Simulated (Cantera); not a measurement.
An isothermal plug-flow reactor at 825 K and 160000 Pa (inlet), inlet velocity 0.19 m/s, active area per volume 3800 1/m; feed CH4 : O2 : N2 = 0.003 : 0.019 : 0.79 (molar parts), equivalence ratio 0.32.

Detailed kinetics in Cantera: Deutschmann's 1995 Pt surface mechanism with GRI-Mech 3.0 gas chemistry. Catalytic surfaces can have several steady states; this one follows from the mechanism file's or the stated starting coverage. Mass transfer to the wall is taken as infinitely fast.

Q: Predict: x(CH4) at z = 0.022 m; x(O2) at z = 0.022 m; x(H2O) at z = 0.022 m; x(CO2) at z = 0.022 m; x(CO) at z = 0.022 m; θ(free Pt) at the exit; θ(O*) at the exit; θ(OH*) at the exit.

A: 
| Property | Result |
|---|---|
| x(CH4) at z = 0.022 m | 0.000136 |
| x(O2) at z = 0.022 m | 0.0163 |
| x(H2O) at z = 0.022 m | 0.00712 |
| x(CO2) at z = 0.022 m | 0.00356 |
| x(CO) at z = 0.022 m | 2.72e-8 |
| θ(free Pt) at the exit | 0.0808 |
| θ(O*) at the exit | 0.916 |
| θ(OH*) at the exit | 0.00272 |
